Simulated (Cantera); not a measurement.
A closed system holds: 1 mol B2O3, 3.9 mol BCl3, 6.2 mol H2, equilibrated at 1.00 bar.

These are equilibrium values from Cantera (NASA tables, ideal gas, pure condensed phases), not measurements of a reactor. Candidate condensed phases: B, B2O3, B3O3H3, H2O; 33 gas species. Mutual solubility and eutectic melting of coexisting phases are not modelled. Gases not in the tables: BHCl2. Rates play no part.

Task: What share of the B ends up in condensed phases as a function of T (K), at 750, 850, 950, 1050, 1150, 1250, 1350, 1450, 1550?

Result: 
| T (K) | B condensed (%) | as |
|---|---|---|
| 750 | 21.8 | B(s) + B2O3(l) |
| 850 | 18.1 | B(s) + B2O3(l) |
| 950 | 15.6 | B(s) + B2O3(l) |
| 1050 | 14.6 | B(s) + B2O3(l) |
| 1150 | 14.8 | B(s) + B2O3(l) |
| 1250 | 16.1 | B(s) + B2O3(l) |
| 1350 | 18.2 | B(s) + B2O3(l) |
| 1450 | 20.7 | B(s) + B2O3(l) |
| 1550 | 22.9 | B(s) + B2O3(l) |
